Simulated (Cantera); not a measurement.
Feed: 1 mol PbO, 0.56 mol C, 0.13 mol CO, at 1898 K.

Method: chemical equilibrium by Gibbs-energy minimisation in Cantera with the NASA 1993 tables (ideal gas, pure condensed phases). Candidate condensed phases: C, Pb, PbO, PbO2, Pb3O4; 15 gas species. Gases not in the tables: (PbO)n polymers. The numbers say what is thermodynamically allowed, not how fast it happens.

Question: Which condensed phases are stable at each of these points (P (Pa)): 10, 68, 460, 3200, 22000, 150000, 1000000?

Answer: 
```tsv
P (Pa)	condensed phases	Pb condensed (%)
10	gas only	0.0
68	gas only	0.0
460	gas only	0.0
3200	gas only	0.0
22000	gas only	0.0
150000	Pb(l)	64.0
1000000	Pb(l)	96.2
```

From 10.0 Pa to 0.220 bar nothing is condensed. From 1.50 bar to 10.0 bar the condensed part is Pb(l).
